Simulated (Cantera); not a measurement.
A perfectly stirred reactor is fed with H2 : O2 : N2 : H2O = 1 : 0.526 : 1.98 : 0.22 (molar parts), at 668 Torr; it is adiabatic with a 600 K inlet, and is followed from long to short residence time, starting on the burning branch (τ in s: 0.021, 0.01, 0.0051, 0.0025, 0.0012, 0.0006, 0.00029, 0.00014, 7e-05, 3.4e-05, 1.7e-05, 8.2e-06).

Model: the H2/O2 subset of GRI-Mech 3.0, which has no nitrogen chemistry, integrated in Cantera.

What does this change do: pressure from 668 Torr to 975 Torr?


| quantity | before | after |
|---|---|---|
| blow-out, bracketed by the residence times tried | burning at 17.0 µs, out at 8.20 µs | burning at 8.20 µs, the shortest tried |
| x(H2) at τ = 21.0 ms | 0.0146 | 0.0126 |
| x(O2) at τ = 21.0 ms | 0.0126 | 0.0118 |
| x(H2O) at τ = 21.0 ms | 0.352 | 0.356 |
| x(HO2) at τ = 21.0 ms | 2.53e-6 | 2.75e-6 |
| x(O) at τ = 21.0 ms | 0.00123 | 0.000997 |
| x(H2) at τ = 0.290 ms | 0.0394 | 0.0340 |
| x(O2) at τ = 0.290 ms | 0.0252 | 0.0218 |
| x(H2O) at τ = 0.290 ms | 0.303 | 0.316 |
| x(HO2) at τ = 0.290 ms | 1.13e-5 | 1.11e-5 |
| x(O) at τ = 0.290 ms | 0.00696 | 0.00502 |

What does this change do: O2 0.526 to 0.4 parts?


```
quantity                                                                      before                               after
------------------------------------------------  ----------------------------------  ----------------------------------
blow-out, bracketed by the residence times tried  burning at 17.0 µs, out at 8.20 µs  burning at 17.0 µs, out at 8.20 µs
x(H2) at τ = 21.0 ms                                                          0.0146                              0.0625
x(O2) at τ = 21.0 ms                                                          0.0126                            0.000509
x(H2O) at τ = 21.0 ms                                                          0.352                               0.312
x(HO2) at τ = 21.0 ms                                                        2.53e-6                             2.86e-7
x(O) at τ = 21.0 ms                                                          0.00123                            0.000202
x(H2) at τ = 0.290 ms                                                         0.0394                              0.0683
x(O2) at τ = 0.290 ms                                                         0.0252                             0.00774
x(H2O) at τ = 0.290 ms                                                         0.303                               0.280
x(HO2) at τ = 0.290 ms                                                       1.13e-5                             5.11e-6
x(O) at τ = 0.290 ms                                                         0.00696                             0.00357
```
